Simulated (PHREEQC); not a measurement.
Dissolve 10 mmol/kgw HCl, 0.093 mmol/kgw LiCl and 0.23 mmol/kgw Fe2(SO4)3 at 25 °C. Closed to the air; pH follows from the charge balance.

Computed with PHREEQC (ion-association model, phreeqc.dat).

No solid was allowed to form.

**Question.** What pH, ionic strength does the model give?

**Answer.** pH 2.05; ionic strength 0.0118 mol/kgw.

**Question.** In which forms is S present?

**Answer.** SO4-2 45 %, HSO4- 29 %, FeSO4+ 25 %, FeHSO4+2 0.8 % of the S.

Examples of supersaturated solids here: Hematite (slow to form), Goethite (slow to form). Others may be too.
